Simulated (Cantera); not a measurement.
A closed system holds: 1 mol Si, 0.12 mol H2O, 610 mol H2, equilibrated at 4.20 mbar.

Method: chemical equilibrium by Gibbs-energy minimisation in Cantera with the NASA 1993 tables (ideal gas, pure condensed phases). Candidate condensed phases: H2O, Si, SiO2; 18 gas species. Gases not in the tables: Si2H6 and higher silanes. The numbers say what is thermodynamically allowed, not how fast it happens.

**Question.** Which condensed phases are stable at each of these points (T (°C)): 1225, 1300, 1375, 1450, 1525, 1600, 1675, 1750, 1825, 1900, 1975?

**Answer.** 
```
T (°C)  condensed phases  Si condensed (%)
------  ----------------  ----------------
1225               Si(s)              87.7
1300               Si(s)              86.8
1375               Si(s)              83.3
1450               Si(l)              71.1
1525               Si(l)              37.2
1600            gas only               0.0
1675            gas only               0.0
1750            gas only               0.0
1825            gas only               0.0
1900            gas only               0.0
1975            gas only               0.0
```

From 1225 °C to 1375 °C the condensed part is Si(s). From 1450 °C to 1525 °C the condensed part is Si(l). From 1600 °C to 1975 °C nothing is condensed.
